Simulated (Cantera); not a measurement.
An adiabatic, constant-volume homogeneous reactor starts with 5.15 % CH4, 2.53 % H2, 19.0 % O2, 71.1 % N2, 2.22 % CO2, at 1023 K and 1000000 Pa.

Detailed kinetics in Cantera: GRI-Mech 3.0 (53 species, 325 reactions).

Question: Predict: time of steepest temperature rise; temperature at 3.00 s; equilibrium temperature; x(H2) at 3.00 s; x(O2) at 3.00 s; x(N2O) at 3.00 s; x(HO2) at 3.00 s; x(CO2) at 3.00 s.

Answer: 
```
Property                                                               Value
---------------------------------  -----------------------------------------
time of steepest temperature rise                                    9.43 ms
temperature at 3.00 s                                                 2495 K
equilibrium temperature                                               2495 K
x(H2) at 3.00 s                    0.000575 (gas-phase equilibrium 0.000575)
x(O2) at 3.00 s                        0.0680 (gas-phase equilibrium 0.0680)
x(N2O) at 3.00 s                     3.21e-6 (gas-phase equilibrium 3.21e-6)
x(HO2) at 3.00 s                     1.51e-5 (gas-phase equilibrium 1.51e-5)
x(CO2) at 3.00 s                       0.0724 (gas-phase equilibrium 0.0724)
```
